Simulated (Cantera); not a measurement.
A closed system holds: 1 mol c-C4F8, 0.71 mol CH4, 5.3 mol H2, 1.5 mol F2, equilibrated at 2800 K and 1330 Pa.

These are equilibrium values from Cantera (NASA tables, ideal gas, pure condensed phases), not measurements of a reactor. Candidate condensed phases: C, C6H6, C7H8, C8H18; 95 gas species. The feed counts by its element totals alone. The numbers say what is thermodynamically allowed, not how fast it happens.

Base state: HF 0.818, H 0.129, H2 0.0334, F 0.0133, C3 0.00237, C2H2 (acetylene) 0.00111, CF 0.000985, C2H 0.000545 (mole fractions); condensed: C(graphite).

### Question
What changes in the equilibrium state with this change: pressure from 1330 Pa to 36000 Pa?

### Answer
```
species             before    after
----------------  --------  -------
HF                   0.818    0.880
H2                  0.0334   0.0772
H                    0.129   0.0379
F                   0.0133  0.00181
C                 0.000494  1.83e-5
C3                 0.00237  8.77e-5
C5                 2.26e-5  8.39e-7
C(graphite), mol      4.54     4.63
```
